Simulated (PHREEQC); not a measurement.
Make-up at 65 °C: 0.048 mol HF, 0.00097 mol KF, 7.8e-05 mol H4SiO4 and 0.12 mol HCl per kg of water. Closed to the air; pH follows from the charge balance.

The numbers come from PHREEQC with the ion-association model, wateq4f.dat.

Precipitation was switched off in this run.

Problem. Order these F species by the share of F that they hold, largest first: HF, H2F2, HF2-, F-, SiF6-2.

Solution. HF (94 %), H2F2 (4.9 %), SiF6-2 (0.95 %), F- (0.42 %), HF2- (0.17 %)

The pH is 1.02 and the ionic strength 0.120 mol/kgw. At this temperature some constants are extrapolated from 25 °C, and those without enthalpy data are left unchanged. SiF6-2 is the database's only silicon fluoride.
